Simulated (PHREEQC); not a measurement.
Brine

Make-up at 20 °C: 0.33 mol/kgw MgSO4, 0.052 mol/kgw K2SO4 and 0.0003 mol/kgw H4SiO4. Closed to the air; pH follows from the charge balance.

Equilibrium calculation in PHREEQC: Pitzer model, pitzer.dat.

Each row changes one thing in this solution. Precipitation was switched off in this run.

```tsv
case	pH	HSO4- (mol/kgw)	H3SiO4- (mol/kgw)	SI of SiO2(a) (SiO2)
as made	6.67	6.68e-7	5.56e-7	-0.77
diluted 10-fold with water	6.96	1.14e-7	5.09e-8	(withheld)
MgSO4 replaced by Na2SO4 at the same molality	(withheld)	5.60e-7	7.04e-7	(withheld)
MgSO4 from 0.33 to 1.65 mol/kgw	6.22	1.35e-6	8.52e-7	-0.57
diluted 100-fold with water	7.05	1.79e-8	4.80e-9	-2.82
K2SO4 left out	(withheld)	6.23e-7	5.21e-7	-0.77
K2SO4 from 0.052 to 0.078 mol/kgw	(withheld)	6.88e-7	5.72e-7	-0.77
```

Question: Complete the blanks.

Answer: 
- diluted 10-fold with water, SI of SiO2(a) (SiO2): -1.81
- MgSO4 replaced by Na2SO4 at the same molality, pH: 6.94
- MgSO4 replaced by Na2SO4 at the same molality, SI of SiO2(a) (SiO2): -0.80
- K2SO4 left out, pH: 6.65
- K2SO4 from 0.052 to 0.078 mol/kgw, pH: 6.68

In brines, pH and single-ion activities rest on the MacInnes convention.
